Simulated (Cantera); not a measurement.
Feed: 1 mol C2H5OH, 94 mol H2, at 75.0 Torr.

Equilibrium computed with Cantera from the NASA thermochemical tables; the gas is ideal and each condensed phase is pure. Candidate condensed phases: C, C6H6, C7H8, C8H18, H2O; 110 gas species. Equilibrium is a limit: real reactors are often held back by kinetics, nucleation or transport.

Which condensed phases are stable at each of these points (T (K)): 875, 975, 1075, 1175, 1275, 1375, 1475, 1575, 1675, 1775, 1875?


```csv
T (K),condensed phases,C condensed (%)
875,gas only,0.0
975,gas only,0.0
1075,C(graphite),29.3
1175,C(graphite),41.0
1275,C(graphite),45.6
1375,C(graphite),47.6
1475,C(graphite),48.5
1575,C(graphite),48.9
1675,C(graphite),48.9
1775,C(graphite),48.2
1875,C(graphite),46.6
```

From 875 K to 975 K nothing is condensed. From 1075 K to 1875 K the condensed part is C(graphite).
